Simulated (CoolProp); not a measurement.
Vapour-liquid equilibrium of hydrogen sulfide (1) + isobutane (2) at 248.1 K; x and y are mole fractions of (1).

The numbers come from the multi-fluid Helmholtz-energy mixture model, Lemmon 2006 and Bücker 2006; pair parameters Kunz 2012 in CoolProp.

| x | bubble pressure (bar) | y at the bubble point | dew pressure at overall composition x (bar) | liquid density (mol/L) |
|---|---|---|---|---|
| 0.05 | 0.9629 | 0.416 | 0.6122 | 10.82 |
| 0.125 | 1.521 | 0.652 | 0.6619 | 11.40 |
| 0.2 | 2.030 | 0.755 | 0.7201 | 12.02 |
| 0.275 | 2.468 | 0.811 | 0.7895 | 12.69 |
| 0.35 | ? | 0.846 | 0.8734 | 13.43 |
| 0.425 | 3.122 | 0.869 | 0.9771 | 14.24 |
| 0.5 | ? | 0.886 | 1.108 | 15.15 |
| 0.575 | 3.554 | 0.900 | 1.280 | ? |
| 0.65 | 3.727 | 0.913 | 1.514 | 17.34 |
| 0.725 | ? | 0.925 | 1.850 | 18.68 |
| 0.8 | 4.059 | 0.940 | 2.366 | 20.23 |
| 0.875 | 4.238 | 0.958 | ? | 22.06 |
| 0.95 | 4.433 | 0.981 | 4.165 | 24.24 |

### Question
What belongs in the gaps?

### Answer

- 0.35, bubble pressure (bar): 2.830
- 0.5, bubble pressure (bar): 3.358
- 0.575, liquid density (mol/L): 16.18
- 0.725, bubble pressure (bar): 3.892
- 0.875, dew pressure at overall composition x (bar): 3.201

No azeotrope shows between x = 0.05 and 0.95.

The pair parameters rest on a limited set of measurements; away from them the model extrapolates.
